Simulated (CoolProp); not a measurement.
The numbers come from the reference Helmholtz-energy equation of state, Gao 2022 in CoolProp.

**Question.** For n-perfluorobutane, give the phase and the speed of sound (m/s), Joule-Thomson coefficient (K/MPa) at 174.1 K and 35.7 bar; 226.9 K and 35.7 bar; 297.3 K and 35.7 bar.

**Answer.** 
- 174.1 K and 35.7 bar: liquid; speed of sound 782, Joule-Thomson coefficient -0.348
- 226.9 K and 35.7 bar: liquid; speed of sound 632, Joule-Thomson coefficient -0.311
- 297.3 K and 35.7 bar: liquid; speed of sound 435, Joule-Thomson coefficient -0.173
